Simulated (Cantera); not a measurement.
Cantera run:

```python
import numpy as np
import cantera as ct

gas_names = [...]  # 123 gases of nasa_gas.yaml made of C, H, O, Si
cond_names = """
    C(gr) C6H6(L) C7H8(L) C8H18(L),n-octa H2O(s) H2O(L) Si(cr) Si(L) SiC(b) SiO2(Lqz) SiO2(hqz) SiO2(L)
""".split()


# ... load() reads the species with a 1 bar reference pressure and builds the phases ...
atoms = {
    'TEOS': {'Si': 1, 'C': 8, 'H': 20, 'O': 4},
    'O2': {'O': 2},
    'H2': {'H': 2},
    'CO2': {'C': 1, 'O': 2},
}
top_T = {'C(gr)': 4500, 'SiC(b)': 3050}  # K; cautious upper limits of use, not melting points


# ... equilibrate(T, P, feed) seeds the gas with the atoms and calls Mixture.equilibrate('TP', solver="vcs", rtol=1e-11, max_steps=5000) ...
results = []
feed = {'TEOS': 1, 'O2': 0.086, 'H2': 2.1, 'CO2': 5.3}  # mol
T = 2048  # K
P = 13332.2  # Pa
mix = equilibrate(T, P, feed)
results.append((T, P, feed, dict(zip(mix.species_names, mix.species_moles))))
print(gas.report(threshold=1e-06))
for i in range(1, mix.n_phases):
    print(f"{mix.phase(i).name:16s} {mix.phase_moles(i):12.5e} mol")
```

Result:

```
       temperature   2048 K
          pressure   13332 Pa
           density   0.013238 kg/m^3
  mean mol. weight   16.908 kg/kmol
   phase of matter   gas

                          1 kg             1 kmol
                     ---------------   ---------------
          enthalpy       -3.2365e+05       -5.4723e+06  J
   internal energy       -1.3307e+06         -2.25e+07  J
           entropy             14988        2.5342e+05  J/K
    Gibbs function       -3.1019e+07       -5.2447e+08  J
 heat capacity c_p            2113.8             35740  J/K
 heat capacity c_v              1622             27425  J/K

                      mass frac. Y      mole frac. X     chem. pot. / RT
                     ---------------   ---------------   ---------------
                CO           0.82848           0.50011           -36.983
               CO2         0.0083594         0.0032116           -62.692
                 H        0.00024317         0.0040788           -11.193
                H2          0.052743           0.44235           -22.387
               H2O          0.014399          0.013514           -48.096
                OH        1.3651e-05        1.3571e-05           -36.903
               SiO          0.095742          0.036721           -40.962
              SiO2        1.5266e-05        4.2961e-06           -66.671
     [ +115 minor]        3.8141e-07        2.6444e-07

C(gr)             0.00000e+00 mol
Si(L)             0.00000e+00 mol
SiC(b)            0.00000e+00 mol
SiO2(L)           2.95493e-02 mol
```

Equilibrium computed with Cantera from the NASA thermochemical tables; the gas is ideal and each condensed phase is pure. The feed counts by its element totals alone. The tables hold silica as quartz up to 1696 K and as liquid above; real silica turns to tridymite and cristobalite and melts near 1996 K.
